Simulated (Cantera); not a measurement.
Ammonia decomposition in nitride growth gas

An isothermal, constant-pressure homogeneous reactor starts with NH₃ : H₂ = 1 : 29 (molar parts), at 1525 K and 760 Torr.

Model: the gas-phase N/H chemistry of the illustrative SiF4/NH3 mechanism in the Surface Chemkin manual (1991), integrated in Cantera. Walls and surfaces, which speed up NH3 decomposition in real reactors, are not modelled.

```json
[
 {"t (s)": "3.00e-5", "x NH₃": "0.0333", "x H₂": "0.967", "x N₂": "<1e-12", "x N₂H₄": "<1e-12", "x N": "<1e-12", "x N₂H₂": "<1e-12", "x NH₂": "1.94e-9"},
 {"t (s)": "9.36e-5", "x NH₃": "0.0333", "x H₂": "0.967", "x N₂": "<1e-12", "x N₂H₄": "<1e-12", "x N": "<1e-12", "x N₂H₂": "<1e-12", "x NH₂": "5.84e-9"},
 {"t (s)": "0.000292", "x NH₃": "0.0333", "x H₂": "0.967", "x N₂": "<1e-12", "x N₂H₄": "<1e-12", "x N": "<1e-12", "x N₂H₂": "<1e-12", "x NH₂": "1.80e-8"},
 {"t (s)": "0.000912", "x NH₃": "0.0333", "x H₂": "0.967", "x N₂": "2.80e-12", "x N₂H₄": "<1e-12", "x N": "<1e-12", "x N₂H₂": "<1e-12", "x NH₂": "5.60e-8"},
 {"t (s)": "0.00285", "x NH₃": "0.0333", "x H₂": "0.967", "x N₂": "1.10e-10", "x N₂H₄": "2.39e-12", "x N": "<1e-12", "x N₂H₂": "2.35e-12", "x NH₂": "1.74e-7"},
 {"t (s)": "0.00888", "x NH₃": "0.0333", "x H₂": "0.967", "x N₂": "3.62e-9", "x N₂H₄": "2.21e-11", "x N": "1.73e-12", "x N₂H₂": "2.23e-11", "x NH₂": "5.29e-7"},
 {"t (s)": "0.0277", "x NH₃": "0.0333", "x H₂": "0.967", "x N₂": "9.23e-8", "x N₂H₄": "1.38e-10", "x N": "2.71e-11", "x N₂H₂": "1.45e-10", "x NH₂": "1.32e-6"},
 {"t (s)": "0.0865", "x NH₃": "0.0333", "x H₂": "0.967", "x N₂": "9.19e-7", "x N₂H₄": "2.47e-10", "x N": "6.50e-11", "x N₂H₂": "2.65e-10", "x NH₂": "1.77e-6"},
 {"t (s)": "0.270", "x NH₃": "0.0333", "x H₂": "0.967", "x N₂": "3.89e-6", "x N₂H₄": "2.49e-10", "x N": "6.59e-11", "x N₂H₂": "2.68e-10", "x NH₂": "1.78e-6"},
 {"t (s)": "0.843", "x NH₃": "0.0333", "x H₂": "0.967", "x N₂": "1.32e-5", "x N₂H₄": "2.49e-10", "x N": "6.59e-11", "x N₂H₂": "2.67e-10", "x NH₂": "1.78e-6"},
 {"t (s)": "2.63", "x NH₃": "0.0332", "x H₂": "0.967", "x N₂": "4.21e-5", "x N₂H₄": "2.48e-10", "x N": "6.58e-11", "x N₂H₂": "2.67e-10", "x NH₂": "1.78e-6"},
 {"t (s)": "8.21", "x NH₃": "0.0331", "x H₂": "0.967", "x N₂": "0.000132", "x N₂H₄": "2.46e-10", "x N": "6.54e-11", "x N₂H₂": "2.64e-10", "x NH₂": "1.77e-6"},
 {"t (s)": "25.6", "x NH₃": "0.0325", "x H₂": "0.967", "x N₂": "0.000404", "x N₂H₄": "2.37e-10", "x N": "6.43e-11", "x N₂H₂": "2.55e-10", "x NH₂": "1.74e-6"},
 {"t (s)": "80.0", "x NH₃": "0.0309", "x H₂": "0.968", "x N₂": "0.00120", "x N₂H₄": "2.14e-10", "x N": "6.11e-11", "x N₂H₂": "2.30e-10", "x NH₂": "1.65e-6"}
]
```
x: mole fraction; the columns are a selection and need not sum to one.

Equilibrium at this temperature and pressure: NH₃ 7.12e-6, H₂ 0.984, N₂ 0.0161, N₂H₄ <1e-12, N <1e-12, N₂H₂ <1e-12, NH₂ 3.82e-10 (gas phase only).
